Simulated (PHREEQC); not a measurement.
Consider water at 20 °C with 0.002 mol/kgw HCl, 0.0015 mol/kgw CuSO4 and 0.0092 mol/kgw MgSO4. Closed to the air; pH follows from the charge balance.

Model: ion-association model, phreeqc.dat, run in PHREEQC.

| quantity | before | after |
|---|---|---|
| pH | 2.88 | 3.13 |
| ionic strength (mol/kgw) | 0.0313 | 0.0171 |
| SO4-2 (mol/kgw) | 0.00708 | 0.00394 |
| HSO4- (mol/kgw) | 0.000502 | 0.000175 |

Problem. Which change was made?
A. HCl from 0.002 to 0.004 mol/kgw
B. CuSO4 replaced by K2SO4 at the same molality
C. MgSO4 left out
D. diluted 2-fold with water
E. diluted 5-fold with water

Solution. D, diluted 2-fold with water

This is a speciation only: nothing precipitates in the calculation.
